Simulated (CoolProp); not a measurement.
Computed with CoolProp (reference Helmholtz-energy equation of state, Zhou 2014).

For cyclohexane, give the phase and the cp (kJ/(kg K)), cv (kJ/(kg K)) at 308.6 K and 24.1 MPa; 424.1 K and 5.5 MPa.


- 308.6 K and 24.1 MPa: liquid; cp 1.88, cv 1.41
- 424.1 K and 5.5 MPa: liquid; cp 2.47, cv 1.93
